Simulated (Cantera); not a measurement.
An isothermal, constant-pressure homogeneous reactor starts with H2 : O2 : H2O = 0.055 : 1 : 0.0014 (molar parts), at 1248 K and 810 Pa.

Cantera simulation using the H2/O2 subset of GRI-Mech 3.0, which has no nitrogen chemistry; the numbers are that mechanism's predictions, not measurements. Radical loss at walls, strong at low pressure, is not modelled. The temperature is held fixed by assumption; the heat of reaction is taken as removed at once.

x: mole fraction; the columns are a selection and need not sum to one.

| t (s) | x H2 | x O2 | x H | x O | x H2O2 |
|---|---|---|---|---|---|
| 8.00e-6 | 0.0521 | 0.947 | 4.93e-10 | 3.41e-11 | <1e-12 |
| 3.06e-5 | 0.0521 | 0.947 | 1.62e-9 | 4.39e-10 | <1e-12 |
| 0.000117 | 0.0521 | 0.947 | 4.86e-9 | 4.69e-9 | 1.73e-12 |
| 0.000448 | 0.0521 | 0.947 | 3.46e-8 | 6.78e-8 | 2.51e-11 |
| 0.00171 | 0.0520 | 0.947 | 1.96e-5 | 4.24e-5 | 4.05e-10 |
| 0.00655 | 0.000965 | 0.905 | 0.00797 | 0.0352 | 5.32e-8 |
| 0.0250 | 0.000808 | 0.911 | 0.00628 | 0.0303 | 5.25e-8 |
| 0.0958 | 0.000492 | 0.925 | 0.00283 | 0.0177 | 5.23e-8 |
| 0.366 | 0.000123 | 0.940 | 0.000338 | 0.00426 | 3.99e-8 |
| 1.40 | … | 0.944 | … | … | … |
| 5.36 | … | 0.945 | … | … | … |
| 20.5 | 1.91e-7 | 0.945 | 2.07e-8 | 6.59e-6 | 1.01e-9 |
| 78.4 | 3.98e-8 | 0.945 | 1.98e-9 | 1.38e-6 | 2.82e-10 |
| 300 | 2.12e-8 | 0.945 | 7.69e-10 | 7.32e-7 | 1.75e-10 |

Q: What belongs in the gaps?

A: 
- 1.40, x H2: 1.33e-5
- 1.40, x H: 1.19e-5
- 1.40, x O: 0.000455
- 1.40, x H2O2: 1.63e-8
- 5.36, x H2: 1.35e-6
- 5.36, x H: 3.89e-7
- 5.36, x O: 4.65e-5
- 5.36, x H2O2: 4.31e-9
